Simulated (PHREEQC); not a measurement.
1 kg of water holding 0.0034 mol MgSO4, 0.039 mol NaCl and 0.26 mol K2SO4 is evaporated at 40 °C; the solids stay in contact with the brine. No CO2 enters from the air. The run lets Arcanite, Bischofite, Bloedite, Brucite, Carnallite, Epsomite, Glaserite, Halite, Hexahydrite, Kainite, Kieserite, Leonite, Mirabilite, Misenite, Schoenite, Sylvite, Thenardite, MgCl2_4H2O precipitate or redissolve, and no other solid.

Base run: PHREEQC, Pitzer model, pitzer.dat. Each further column changes one thing. The table gives ionic strength.

```
H2O removed (mol)   base  temperature from 40 to 75 °C  temperature from 40 to 25 °C
-----------------  -----  ----------------------------  ----------------------------
0                  0.833                         0.833                         0.833
18.01               1.23                          1.23                          1.23
30.18               1.82                          1.82                          1.82
41.44               2.60                          3.29                          2.20
46.01               2.73                          3.58                          2.33
49.09               2.92                          3.77                          2.53
51.94               3.38                          4.22                          3.01
53.1                3.86                          4.70                          3.50
53.88               4.25                          5.39                          4.12
54.41               4.48                          5.70                          4.35
54.76               4.96                          6.04                          4.85
55.09               6.66                          7.48                          6.57
55.23               7.62                          9.30                          7.17
```

Constants without temperature data keep their 25 °C values here.
